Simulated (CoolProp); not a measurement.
Saturation properties of 1,2-dichloroethane.

Computed with CoolProp (reference Helmholtz-energy equation of state, Thol 2015).

```csv
T (K),p (MPa),liquid density (kg/m³),vapour density (kg/m³),enthalpy of vaporisation (kJ/kg),liquid cp (kJ/(kg K))
428.8,0.6339,1030,19.81,277.7,1.485
433.7,0.7005,1020,21.85,[?],1.496
438.6,0.7722,1010,[?],270.2,1.507
443.4,[?],1000,26.39,266.3,1.518
448.3,0.9302,990.2,28.96,262.2,1.530
453.2,1.019,979.8,31.74,258.0,1.543
458,1.111,969.4,34.68,253.8,1.556
462.9,1.212,958.6,37.92,249.4,1.570
467.8,1.320,947.5,41.42,244.8,1.586
472.7,1.435,936.1,45.21,[?],1.603
477.5,1.554,924.8,49.22,235.2,1.621
482.4,[?],912.8,53.66,230.1,1.641
487.3,1.821,900.6,58.48,224.8,1.663
492.2,[?],887.9,63.71,219.3,1.689
497,2.117,875.2,69.30,213.6,1.716
```

Q: What belongs in the gaps?

A: 
- 433.7, enthalpy of vaporisation (kJ/kg): 274.0
- 438.6, vapour density (kg/m³): 24.05
- 443.4, p (MPa): 0.8476
- 472.7, enthalpy of vaporisation (kJ/kg): 240.0
- 482.4, p (MPa): 1.683
- 492.2, p (MPa): 1.966

It boils at 356.6 K under 1 atm.
